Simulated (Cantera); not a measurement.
A perfectly stirred reactor is fed with C3H8 : H2 = 1 : 1.7 (molar parts), at 0.270 Torr; it is held at 1150 K, and followed from long to short residence time.

Detailed kinetics in Cantera: GRI-Mech 3.0 (53 species, 325 reactions). GRI-Mech 3.0 was tuned for natural gas; its chemistry of propane as a main component is partial and can be far from experiment. GRI-Mech 3.0 stops at C3 and has no aromatics, soot or wall deposition, so with more carbon than oxygen in the feed, carbon stays in small species such as C2H2 where larger ones or solid carbon would form. Radical loss at walls, strong at low pressure, is not modelled.

**Question.** What does this change do: temperature 1150 to 1050 K?

**Answer.** 
| quantity | before | after |
|---|---|---|
| x(C3H8) at τ = 7.70 s | 0.0258 | 0.138 |
| x(H2) at τ = 7.70 s | 0.495 | 0.526 |
| x(C2H4) at τ = 7.70 s | 0.200 | 0.166 |
| x(CH4) at τ = 7.70 s | 0.237 | 0.165 |
| x(C2H) at τ = 7.70 s | 6.58e-10 | 2.46e-12 |
| x(C3H8) at τ = 75.0 ms | 0.353 | 0.370 |
| x(H2) at τ = 75.0 ms | 0.622 | 0.629 |
| x(C2H4) at τ = 75.0 ms | 0.0118 | 0.000500 |
| x(CH4) at τ = 75.0 ms | 0.0103 | 0.000418 |
| x(C2H) at τ = 75.0 ms | <1e-12 | <1e-12 |

**Question.** What does this change do: H2 1.7 to 6.3 parts?

**Answer.** 
| quantity | before | after |
|---|---|---|
| x(C3H8) at τ = 7.70 s | 0.0258 | 0.00878 |
| x(H2) at τ = 7.70 s | 0.495 | 0.769 |
| x(C2H4) at τ = 7.70 s | 0.200 | 0.0916 |
| x(CH4) at τ = 7.70 s | 0.237 | 0.112 |
| x(C2H) at τ = 7.70 s | 6.58e-10 | 2.61e-10 |
| x(C3H8) at τ = 75.0 ms | 0.353 | 0.130 |
| x(H2) at τ = 75.0 ms | 0.622 | 0.858 |
| x(C2H4) at τ = 75.0 ms | 0.0118 | 0.00591 |
| x(CH4) at τ = 75.0 ms | 0.0103 | 0.00546 |
| x(C2H) at τ = 75.0 ms | <1e-12 | <1e-12 |
